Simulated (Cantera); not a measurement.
Feed: 1 mol C2H5OH, 0.14 mol CO2, 0.38 mol H2, held at 1000 Pa.

Equilibrium computed with Cantera from the NASA thermochemical tables; the gas is ideal and each condensed phase is pure. Candidate condensed phases: C, C6H6, C7H8, C8H18, H2O; 110 gas species. Rates play no part.

log p: log10 of the partial pressure in bar; n: condensed amount in mol.

```
T (K)  log p H2  log p CO  log p CO2  log p H2O  log p CH4  n C(graphite)
-----  --------  --------  ---------  ---------  ---------  -------------
775       -2.13     -2.82      -3.28      -3.30      -3.96           1.24
825       -2.14       ___        ___        ___        ___            ___
875       -2.14     -2.59        ___        ___        ___          0.917
925       -2.14     -2.57      -4.66      -4.54      -4.92          0.878
975       -2.14     -2.56      -5.15      -4.93      -5.18          0.866
1025      -2.14     -2.56      -5.59      -5.28      -5.41          0.862
1075      -2.14     -2.56      -5.99      -5.60      -5.63          0.861
1125      -2.14     -2.56      -6.36      -5.89      -5.82          0.860
```

Problem. Some entries are withheld; supply them.

Solution. 
- 825, log p CO: -2.65
- 825, log p CO2: -3.65
- 825, log p H2O: -3.69
- 825, log p CH4: -4.32
- 825, n C(graphite): 1.03
- 875, log p CO2: -4.15
- 875, log p H2O: -4.12
- 875, log p CH4: -4.64
